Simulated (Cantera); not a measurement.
## Thermodynamics of chemical vapour transport, feed Fe₂O₃ + Cl₂ + O₂ + HCl

Charge: 1 mol Fe₂O₃, a varied amount of Cl₂, 0.45 mol O₂, 0.029 mol HCl, equilibrated at 1350 °C and 0.133 bar.

Equilibrium computed with Cantera from the NASA thermochemical tables; the gas is ideal and each condensed phase is pure. Candidate condensed phases: Fe, FeCl₂, FeCl₃, FeO, Fe(OH)₂, Fe(OH)₃, Fe₂O₃, Fe₃O₄, H₂O; 22 gas species. Mutual solubility and eutectic melting of coexisting phases are not modelled. Equilibrium is a limit: real reactors are often held back by kinetics, nucleation or transport.

```
n(Cl₂) (mol)   x O₂  x FeCl₂    x Cl   x HCl    x Cl₂   x FeCl₃  n Fe₂O₃(s)  n Fe₃O₄(s)
------------  -----  -------  ------  ------  -------  --------  ----------  ----------
0.01          0.913   0.0152  0.0167  0.0451  0.00236  0.000466       0.996           0
0.05          0.845   0.0602  0.0324  0.0476  0.00882   0.00356       0.982           0
0.091         0.793   0.0997  0.0407  0.0440   0.0139   0.00742       0.966           0
0.13          0.754    0.131  0.0457  0.0404   0.0176    0.0109       0.951           0
0.17          0.720    0.157  0.0493  0.0372   0.0205    0.0142       0.935           0
0.21          0.693    0.180  0.0520  0.0344   0.0227    0.0171       0.919           0
0.25          0.677    0.194  0.0535  0.0312   0.0241    0.0190       0.767      0.0900
```
x: gas mole fraction; n: condensed amount in mol.

From 0.01 mol Cl₂ to 0.21 mol Cl₂ the condensed part is Fe₂O₃(s). At 0.25 mol Cl₂ the condensed part is Fe₂O₃(s) + Fe₃O₄(s). The main Fe-bearing gas is FeCl₂ throughout. The share of Fe in condensed phases is highest at 0.01 mol Cl₂ (99.6 %) and lowest at 0.25 mol Cl₂ (90.3 %).
